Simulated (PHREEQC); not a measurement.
0.33 g of hydrous ferric oxide (600 m²/g; 0.2 weak and 0.005 strong sites per Fe, Dzombak-Morel constants, diffuse double layer) in 1 kg of water with 0.05 mol/kgw of an inert sodium salt, at 25 °C; the pH is set by adding NaOH or the inert anion's acid. O2 is buffered at 0.21 atm. The system is closed to CO2. Nothing may precipitate in this run.

Base run: PHREEQC, ion-association model, wateq4f.dat. Each further column changes one thing. The table gives surface charge σ (C/m²).

| pH | base | background salt from 0.05 to 0.005 mol/kgw | oxide from 0.33 to 1.7 g/kgw | 0.0022 mol/kgw BaCl2 added |
|---|---|---|---|---|
| 4 | 0.294 | 0.184 | 0.295 | 0.299 |
| 4.75 | 0.209 | 0.110 | 0.210 | 0.215 |
| 5.88 | 0.098 | 0.042 | 0.098 | 0.102 |
| 6.62 | 0.051 | 0.020 | 0.051 | ___ |
| 7.38 | 0.021 | ___ | 0.021 | ___ |
| 8.12 | 0.000 | 0.000 | 0.000 | ___ |
| 9.25 | -0.035 | -0.013 | -0.035 | -0.019 |
| 10 | -0.074 | -0.030 | -0.074 | -0.021 |

Q: Complete the blanks.

A: 
- 6.62, 0.0022 mol/kgw BaCl2 added: 0.055
- 7.38, background salt from 0.05 to 0.005 mol/kgw: 0.007
- 7.38, 0.0022 mol/kgw BaCl2 added: 0.024
- 8.12, 0.0022 mol/kgw BaCl2 added: 0.003
